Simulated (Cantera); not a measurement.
Ignition delay

Mixture: 5.31 % CH4, 0.505 % H2, 19.8 % O2, 74.4 % N2, at 10.0 bar, adiabatic and at constant pressure. Ignition delay is the time to a rise of 400 K.

Detailed kinetics in Cantera: GRI-Mech 3.0 (53 species, 325 reactions).

```json
[
 {"T0 (K)": "1225", "delay (ms)": "1.15"},
 {"T0 (K)": "1300", "delay (ms)": "0.564"},
 {"T0 (K)": "1375", "delay (ms)": "0.288"},
 {"T0 (K)": "1450", "delay (ms)": "0.151"},
 {"T0 (K)": "1525", "delay (ms)": "0.0825"},
 {"T0 (K)": "1600", "delay (ms)": "0.0467"}
]
```

```yaml
apparent activation energy between 1450 and 1600 K: 150 kJ/mol
```
